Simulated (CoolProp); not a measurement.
Properties of isobutene along the isotherm 459.8 K (Tc = 418.1 K, pc = 4.016 MPa, ω = 0.193).

Model: reference Helmholtz-energy equation of state, Lemmon 2005, in CoolProp. It is a short technical equation, of lower accuracy than the large ones.

| p (MPa) | phase | density (kg/m³) | Joule-Thomson coefficient (K/MPa) | isothermal compressibility (1/MPa) | expansivity (1/kK) |
|---|---|---|---|---|---|
| 2.01 | gas | 34.23 | [?] | 0.5845 | 3.525 |
| 4.02 | supercritical | 84.97 | [?] | 0.3824 | 6.928 |
| 6.02 | supercritical | 179.4 | 8.949 | 0.3677 | 17.45 |
| 8.03 | supercritical | 296.3 | 3.906 | 0.1281 | 12.74 |
| 10 | supercritical | 347.9 | 1.938 | 0.05324 | 7.384 |
| 12 | supercritical | 377.4 | 1.177 | 0.03171 | 5.346 |
| 14.1 | supercritical | 398.8 | 0.7697 | 0.02196 | 4.266 |
| 16.1 | supercritical | 414.4 | [?] | [?] | 3.640 |
| 18.1 | supercritical | 427.2 | 0.3745 | 0.01372 | [?] |
| 20.1 | supercritical | [?] | [?] | 0.01153 | 2.896 |

Q: Some entries are withheld; supply them.

A: 
- 2.01, Joule-Thomson coefficient (K/MPa): 7.616
- 4.02, Joule-Thomson coefficient (K/MPa): 9.045
- 16.1, Joule-Thomson coefficient (K/MPa): 0.5345
- 16.1, isothermal compressibility (1/MPa): 0.01691
- 18.1, expansivity (1/kK): 3.211
- 20.1, density (kg/m³): 438.1
- 20.1, Joule-Thomson coefficient (K/MPa): 0.2581
